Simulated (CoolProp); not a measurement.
The numbers come from the reference Helmholtz-energy equation of state, Gao 2022 in CoolProp.

### Question
For n-perfluorohexane, give the phase and the cv (kJ/(kg K)), speed of sound (m/s) at 450 K and 0.619 MPa.

### Answer
- 450 K and 0.619 MPa: gas; cv 0.993, speed of sound 92.5
